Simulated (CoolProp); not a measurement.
CH3F (R41) along the isobar 7610 kPa: density (kg/m³) from the reference equation and from simpler models built on Tc = 317.3 K, pc = 5906 kPa, ω = 0.200; each cubic takes its own stable root.

Computed with CoolProp (reference Helmholtz-energy equation of state, Lemmon 2006). It is a short technical equation, of lower accuracy than the large ones.

| T (K) | phase | reference | Redlich-Kwong | Peng-Robinson |
|---|---|---|---|---|
| 293.6 | liquid | 636.9 | 472.7 | 545.5 |
| 308.2 | liquid | 570.7 | 416.1 | 472.3 |
| 322.8 | supercritical | 455.6 | 334.0 | 357.8 |
| 337.4 | supercritical | 210.9 | 201.1 | 196.2 |
| 352 | supercritical | 154.0 | 149.8 | 148.7 |
| 366.6 | supercritical | 129.8 | 127.5 | 126.6 |
| 381.2 | supercritical | 114.9 | 113.5 | 112.6 |
| 395.8 | supercritical | 104.3 | 103.5 | 102.5 |
| 410.4 | supercritical | 96.21 | 95.72 | 94.71 |
| 425 | supercritical | 89.71 | 89.44 | 88.39 |
